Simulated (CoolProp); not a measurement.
Hexamethyldisiloxane (MM) along the isobar 8.24 MPa: Z from the reference equation and from simpler models built on Tc = 518.7 K, pc = 1.931 MPa, ω = 0.418; each cubic takes its own stable root.

Values from CoolProp's reference Helmholtz-energy equation of state, Thol 2016.

```csv
T (K),phase,reference,van der Waals,Redlich-Kwong,Peng-Robinson
510,liquid,0.5827,0.7967,0.6220,0.5544
523.8,supercritical,0.5869,0.7888,0.6235,0.5625
537.5,supercritical,0.5929,0.7820,0.6263,0.5729
551.3,supercritical,0.6008,0.7762,0.6302,[?]
565,supercritical,0.6108,[?],0.6354,0.6010
578.8,supercritical,0.6230,0.7675,0.6418,0.6187
592.5,supercritical,0.6374,0.7645,0.6494,0.6383
606.3,supercritical,0.6541,0.7625,0.6580,0.6598
620,supercritical,0.6729,[?],0.6677,0.6825
```

Q: Some entries are withheld; supply them.

A: 
- 551.3, Peng-Robinson: 0.5858
- 565, van der Waals: 0.7714
- 620, van der Waals: 0.7613
